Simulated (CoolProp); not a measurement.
A single-stage vapour-compression cycle with R11: evaporating at 319.15 K (dew point), condensing at 353.15 K (bubble point), superheat 8 K, subcooling 2 K, compressor efficiency 0.75, no pressure losses. Each further row changes one setting.

The numbers come from the reference Helmholtz-energy equation of state, Jacobsen 1992 in CoolProp.

| case | cooling COP | pressure ratio | discharge temperature (K) | refrigerating effect (kJ/kg) | volumetric capacity (kJ/m³) |
|---|---|---|---|---|---|
| as stated | ___ | 2.49 | 370.8 | 148 | 1660 |
| evaporating temperature 324.15 K | ___ | ___ | ___ | ___ | ___ |
| condensing temperature 348.15 K | 7.55 | 2.21 | 364.7 | 153 | 1710 |
| subcooling 7 K | 6.52 | 2.49 | 370.8 | 153 | 1710 |
| superheat 18 K | ___ | 2.49 | 381.4 | 155 | 1670 |
| compressor efficiency 0.65 | 5.48 | 2.49 | ___ | 148 | 1660 |

Q: Complete the blanks.

A: 
- as stated, cooling COP: 6.32
- evaporating temperature 324.15 K, cooling COP: 7.65
- evaporating temperature 324.15 K, pressure ratio: 2.15
- evaporating temperature 324.15 K, discharge temperature (K): 369.0
- evaporating temperature 324.15 K, refrigerating effect (kJ/kg): 151
- evaporating temperature 324.15 K, volumetric capacity (kJ/m³): 1940
- superheat 18 K, cooling COP: 6.35
- compressor efficiency 0.65, discharge temperature (K): 376.1
